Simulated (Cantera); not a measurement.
Input: 1 mol FeS2, 2800 mol H2, at 0.720 bar.

Method: chemical equilibrium by Gibbs-energy minimisation in Cantera with the NASA 1993 tables (ideal gas, pure condensed phases). Candidate condensed phases: Fe, FeS, FeS2, S; 8 gas species. The numbers say what is thermodynamically allowed, not how fast it happens.

Problem. At 1698 K, list the 4 most abundant gas species with their mole fractions, and the condensed phases.

Solution. H2 0.999, H2S 0.000696, H 0.000170, SH 1.71e-5. Condensed: Fe(δ).
